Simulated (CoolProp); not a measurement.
A single-stage vapour-compression cycle with fluoroethane (R161): evaporating at 233.15 K (dew point), condensing at 259.15 K (bubble point), superheat 8 K, subcooling 5 K, compressor efficiency 0.8, no pressure losses. Each further row changes one setting.

Computed with CoolProp (reference Helmholtz-energy equation of state, Wu 2012).

```csv
case,cooling COP,pressure ratio,discharge temperature (K),refrigerating effect (kJ/kg),volumetric capacity (kJ/m³)
as stated,6.62,2.96,296.1,394,879
evaporating temperature 238.15 K,8.52,2.35,289.7,399,1100
condensing temperature 254.15 K,8.34,2.45,286.3,404,902
subcooling 10 K,6.79,2.96,296.1,404,902
superheat 18 K,6.52,2.96,306.6,405,865
compressor efficiency 0.7,5.79,2.96,302.6,394,879
```
